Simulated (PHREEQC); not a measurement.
Dissolve 0.015 mol HNO3, 0.023 mol FeCl3 and 0.019 mol MnSO4 per kg of water at 20 °C. Closed to the air; pH follows from the charge balance.

Model: ion-association model, wateq4f.dat, run in PHREEQC.

| quantity | before | after |
|---|---|---|
| pH | 1.93 | 2.04 |
| ionic strength (mol/kgw) | 0.129 | 0.0880 |
| Cl- (mol/kgw) | 0.0638 | 0.0225 |

Q: Name the change that produced these shifts.
(A) HNO3 from 0.015 to 0.003 mol/kgw
(B) MnSO4 left out
(C) temperature from 20 to 70 °C
(D) FeCl3 from 0.023 to 0.0046 mol/kgw
(E) FeCl3 replaced by LiCl at the same molality

A: E, FeCl3 replaced by LiCl at the same molality

No solid was allowed to form. Some of these states are supersaturated (in Hematite (slow to form), Goethite (slow to form), for instance).
